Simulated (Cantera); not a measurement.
A perfectly stirred reactor is fed with 16.4 % CO, 4.27 % H2, 2.79 % CH4, 16.1 % O2, 60.4 % N2, at 101000 Pa; it is adiabatic with a 350 K inlet, and is followed from long to short residence time, starting on the burning branch (τ in s: 0.37, 0.14, 0.057, 0.022, 0.0088, 0.0035, 0.0014, 0.00053, 0.00021, 8.3e-05, 3.3e-05, 1.3e-05, 5e-06).

Detailed kinetics in Cantera: GRI-Mech 3.0 (53 species, 325 reactions).

One state of this run: T (K) = 2283; x CO = 0.0335; x H2 = 0.00342; x CH4 = 2.46e-6; x CH3 = 1.13e-6; x NO = 0.00132; x HCN = 9.14e-8; x CH2 = 9.06e-8. x: mole fraction; the columns are a selection and need not sum to one.

Task: Which value of τ (s) does it belong to?
(A) 3.3e-5
(B) 0.057
(C) 0.00021
(D) 0.022

Result: D, 0.022
